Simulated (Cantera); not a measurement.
Charge: 1 mol Pb, 0.0021 mol H2S, 12 mol N2, equilibrated at 1000 Pa.

Cantera equilibrium calculation (NASA polynomials, part measured and part estimated; ideal gas, pure solids and liquids). Candidate condensed phases: Pb, PbS, S; 18 gas species. The numbers say what is thermodynamically allowed, not how fast it happens. All values below are at 1023 K.

Base state: N2 0.997, Pb 0.00267, H2 0.000174, PbS 0.000174 (mole fractions); condensed: Pb(l).

**Question.** What changes in the equilibrium state with this change: H2S from 0.0021 to 0.22 mol?

**Answer.** 
```
species        before     after
-----------  --------  --------
N2              0.997     0.964
H2           0.000174    0.0173
PbS          0.000174    0.0158
H2S           4.06e-8  0.000366
Pb            0.00267   0.00267
Pb(l), mol      0.966     0.751
PbS(s), mol         0    0.0180
```
Mutual solubility and eutectic melting of coexisting phases are not modelled.
